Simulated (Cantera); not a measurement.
Standard-state values (1 bar) from the NASA 1993 polynomials, evaluated with Cantera. Values are per mole of reaction as written; species without (g) are pure solids or liquids, kept so even where they would boil at 1 bar.

2 Fe + 3 O(g) → Fe2O3, with ΔH° = -1572.8 kJ and ΔS° = -450.5 J/K at 300 K.

Q: How far is the shortcut ΔG° ≈ ΔH°(300 K) − T·ΔS°(300 K) from the full temperature-dependent value at 825, 975, 1125, 1275, 1425 K?

A: 
```
T (K)  shortcut (kJ)  full (kJ)  difference (kJ)  difference in log10 K  condensed phases
-----  -------------  ---------  ---------------  ---------------------  ----------------
825          -1201.2    -1202.0              0.8                  -0.05   Fe(α), Fe2O3(s)
975          -1133.6    -1135.8              2.2                  -0.12   Fe(α), Fe2O3(s)
1125         -1066.0    -1069.4              3.4                  -0.16   Fe(α), Fe2O3(s)
1275          -998.5    -1002.6              4.2                  -0.17   Fe(γ), Fe2O3(s)
1425          -930.9     -936.0              5.1                  -0.19   Fe(γ), Fe2O3(s)
```
The shortcut ignores heat capacities and the phase changes listed.
